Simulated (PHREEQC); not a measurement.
A PHREEQC speciation (Pitzer model, pitzer.dat) at 9.8 °C gives pH 1.03 and these molalities:

```
species  mol/kgw
-------  -------
H+         0.120
HSO4-     0.0560
SO4-2     0.0320
```

Q: What are the element totals, and what could have been dissolved in 1 kg of water to give them?

A: Several could match; the one computed here: totals S(6) 0.0880 mol/kgw, from 0.088 mol H2SO4 per kg of water.

This is a speciation only: nothing precipitates in the calculation. Species that the database lacks are ignored. Constants without temperature data keep their 25 °C values here.
